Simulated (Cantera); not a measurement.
A perfectly stirred reactor is fed with NH3 : H2 = 1 : 0.61 (molar parts), at 0.0267 bar; it is held at 1825 K, and followed from long to short residence time.

Cantera simulation using the gas-phase N/H chemistry of the illustrative SiF4/NH3 mechanism in the Surface Chemkin manual (1991); the numbers are that mechanism's predictions, not measurements. Walls and surfaces, which speed up NH3 decomposition in real reactors, are not modelled.

Question: What does this change do: pressure from 0.0267 bar to 0.310 bar?

Answer: 
```
quantity                 before     after
---------------------  --------  --------
x(NH3) at τ = 0.310 s     0.579     0.434
x(H2) at τ = 0.310 s      0.407     0.508
x(N2) at τ = 0.310 s     0.0127    0.0576
x(NH) at τ = 0.310 s    5.32e-6   3.07e-6
x(NH2) at τ = 0.310 s  0.000449  0.000289
x(NH3) at τ = 15.0 ms     0.620     0.608
x(H2) at τ = 15.0 ms      0.380     0.387
x(N2) at τ = 15.0 ms   0.000299   0.00380
x(NH) at τ = 15.0 ms    2.95e-6   3.17e-6
x(NH2) at τ = 15.0 ms  0.000342  0.000352
```

Question: What does this change do: H2 0.61 to 1.6 parts?

Answer: 
```json
[
 {"quantity": "x(NH3) at τ = 0.310 s", "before": "0.579", "after": "0.364"},
 {"quantity": "x(H2) at τ = 0.310 s", "before": "0.407", "after": "0.628"},
 {"quantity": "x(N2) at τ = 0.310 s", "before": "0.0127", "after": "0.00727"},
 {"quantity": "x(NH) at τ = 0.310 s", "before": "5.32e-6", "after": "4.56e-6"},
 {"quantity": "x(NH2) at τ = 0.310 s", "before": "0.000449", "after": "0.000321"},
 {"quantity": "x(NH3) at τ = 15.0 ms", "before": "0.620", "after": "0.384"},
 {"quantity": "x(H2) at τ = 15.0 ms", "before": "0.380", "after": "0.616"},
 {"quantity": "x(N2) at τ = 15.0 ms", "before": "0.000299", "after": "0.000107"},
 {"quantity": "x(NH) at τ = 15.0 ms", "before": "2.95e-6", "after": "1.78e-6"},
 {"quantity": "x(NH2) at τ = 15.0 ms", "before": "0.000342", "after": "0.000204"}
]
```
